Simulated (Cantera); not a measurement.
A closed system holds: 1 mol Si, 0.028 mol CO₂, a varied amount of N₂, equilibrated at 1600 K and 75.0 Torr.

These are equilibrium values from Cantera (NASA tables, ideal gas, pure condensed phases), not measurements of a reactor. Candidate condensed phases: C, Si, SiC, SiO₂, Si₂N₂O, Si₃N₄; 34 gas species. Mutual solubility and eutectic melting of coexisting phases are not modelled. Equilibrium is a limit: real reactors are often held back by kinetics, nucleation or transport.

At 290 mol N₂, list the 3 most abundant gas species with their mole fractions, and the condensed phases.

N₂ 1.000, CO 9.68e-5, SiO 1.21e-5. Condensed: Si₂N₂O(s) + Si₃N₄(s).
